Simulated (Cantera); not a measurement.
## Catalytic stagnation flow on Pt

A jet of 3.60 % H₂, 12.7 % O₂, 83.7 % N₂, equivalence ratio 0.14 at 300 K and 0.260 bar hits a platinum plate 3.3 cm away at a mass flux of 0.036 kg/m²/s; the plate temperature is set and raised in steps from an oxygen-covered start.

Computed with Cantera and Deutschmann's 1995 Pt surface mechanism with GRI-Mech 3.0 gas chemistry. Catalytic surfaces can have several steady states; this one follows from the mechanism file's or the stated starting coverage.

```tsv
plate T (K)	wall x H₂	wall x O₂	wall x H₂O	wall x OH	θ free Pt	θ O*	θ OH*
600	0.00193	0.0907	0.0660	<1e-8	0.0350	0.955	0.0104
650	0.00192	0.0908	0.0655	<1e-8	0.0369	0.956	0.00697
700	0.00184	0.0909	0.0652	<1e-8	0.0403	0.955	0.00502
750	0.00155	0.0907	0.0654	<1e-8	0.0502	0.946	0.00405
800	0.00111	0.0904	0.0659	<1e-8	0.0735	0.923	0.00365
```
x: mole fraction at the wall; θ: surface coverage.
